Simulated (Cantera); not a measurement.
A perfectly stirred reactor is fed with CH₄ : O₂ : N₂ = 1 : 3.03 : 11.4 (molar parts), equivalence ratio 0.66, at 500000 Pa; it is adiabatic with a 575 K inlet, and is followed from long to short residence time, starting on the burning branch (τ in s: 0.023, 0.014, 0.0085, 0.0052, 0.0032, 0.0019, 0.0012, 0.00072, 0.00044, 0.00027, 0.00016, 0.0001, 6.1e-05).

Computed with Cantera and GRI-Mech 3.0 (53 species, 325 reactions).

x: mole fraction; the columns are a selection and need not sum to one.

```csv
τ (s),T (K),x CH₄,x O₂,x C₂H₆,x CO₂,x C₂H₂,x NO,x CH₂
0.023,1982,8.82e-6,0.0665,1.76e-10,0.0644,1.67e-9,7.25e-5,?
0.014,1980,1.31e-5,0.0666,3.70e-10,0.0643,3.25e-9,5.50e-5,?
0.0085,1978,1.92e-5,0.0666,7.31e-10,0.0641,5.85e-9,4.39e-5,?
0.0052,1975,2.74e-5,0.0667,1.35e-9,0.0639,9.69e-9,3.68e-5,?
0.0032,1971,3.85e-5,0.0669,2.38e-9,0.0635,1.50e-8,3.20e-5,?
0.0019,1964,5.50e-5,0.0670,4.19e-9,0.0630,2.29e-8,2.82e-5,?
0.0012,1957,7.53e-5,0.0673,6.79e-9,0.0624,3.22e-8,2.55e-5,?
0.00072,1947,0.000107,0.0677,1.16e-8,0.0614,4.61e-8,2.27e-5,?
0.00044,1933,0.000152,0.0683,1.96e-8,0.0602,6.48e-8,2.00e-5,?
0.00027,1915,0.000218,0.0692,3.42e-8,0.0584,9.21e-8,1.74e-5,?
0.00016,1888,0.000331,0.0706,6.73e-8,0.0558,1.40e-7,1.45e-5,?
0.00010,1856,0.000507,0.0726,1.42e-7,0.0524,2.24e-7,1.17e-5,?
6.1e-5,1805,0.000894,0.0761,4.40e-7,0.0468,4.60e-7,8.04e-6,?
```

Task: What belongs in the gaps?

Result: 
- 0.023, x CH₂: 5.14e-8
- 0.014, x CH₂: 8.23e-8
- 0.0085, x CH₂: 1.31e-7
- 0.0052, x CH₂: 2.04e-7
- 0.0032, x CH₂: 3.12e-7
- 0.0019, x CH₂: 4.86e-7
- 0.0012, x CH₂: 7.10e-7
- 0.00072, x CH₂: 1.06e-6
- 0.00044, x CH₂: 1.55e-6
- 0.00027, x CH₂: 2.22e-6
- 0.00016, x CH₂: 3.22e-6
- 0.00010, x CH₂: 4.47e-6
- 6.1e-5, x CH₂: 6.37e-6
